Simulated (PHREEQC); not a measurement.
Consider water at 25 °C with 0.055 mol NiSO4, 0.00011 mol KCl and 0.0063 mol HCl per kg of water. Closed to the air; pH follows from the charge balance.

The numbers come from PHREEQC with the ion-association model, wateq4f.dat.

Each row changes one thing in this solution. Precipitation was switched off in this run.

```tsv
case	pH	ionic strength (mol/kgw)
as made	2.60	0.132
HCl replaced by PbCl2 at the same molality	5.54	0.137
temperature from 25 to 10 °C	2.55	0.137
HCl left out	6.06	0.128
diluted 100-fold with water	4.24	0.00212
NiSO4 left out	2.23	0.00641
KCl replaced by CsCl at the same molality	2.60	0.132
```

Species that the database lacks are ignored. Some of these states are supersaturated (in Anglesite, Larnakite, for instance). In wateq4f.dat the enthalpy of Ni(OH)2 has the wrong sign, so its saturation index can't be trusted away from 25 °C. Constants without temperature data keep their 25 °C values here.
